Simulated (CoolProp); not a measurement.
Vapour-liquid equilibrium of CHF3 (R23) (1) + R152A (2) at -71.65 °C; x and y are mole fractions of (1).

Values from CoolProp's multi-fluid Helmholtz-energy mixture model, Penoncello 2003 and Outcalt 1996; pair parameters Bell 2016.

```
x     bubble pressure (MPa)  y at the bubble point  dew pressure at overall composition x (MPa)  liquid density (mol/L)
----  ---------------------  ---------------------  -------------------------------------------  ----------------------
0.05                0.01381                  0.530                                     0.007135                   16.90
0.2                 0.03656                  0.849                                     0.008406                   17.41
0.35                0.06138                  0.926                                      0.01023                   17.92
0.5                 0.08761                  0.960                                      0.01305                   18.44
0.65                 0.1146                  0.979                                      0.01803                   18.96
0.8                  0.1418                  0.990                                      0.02919                   19.46
0.95                 0.1690                  0.998                                      0.07758                   19.93
```

No azeotrope shows between x = 0.05 and 0.95.

The pair parameters rest on a limited set of measurements; away from them the model extrapolates.
